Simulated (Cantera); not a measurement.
A closed system holds: 1 mol MgO, 2.9 mol CH4, 0.17 mol CO, 0.012 mol H2S, held at 17.0 Pa.

Equilibrium computed with Cantera from the NASA thermochemical tables; the gas is ideal and each condensed phase is pure. Candidate condensed phases: C, C6H6, C7H8, C8H18, H2O, H2SO4, Mg, MgCO3, MgO, Mg(OH)2, MgS, MgSO4, S; 130 gas species. Mutual solubility and eutectic melting of coexisting phases are not modelled. Equilibrium is a limit: real reactors are often held back by kinetics, nucleation or transport.

### Question
At 977 °C, list the 4 most abundant gas species with their mole fractions, and the condensed phases.

### Answer
H2 0.932, CO 0.0486, Mg 0.0194, H 3.58e-5. Condensed: C(graphite) + MgO(s) + MgS(s).
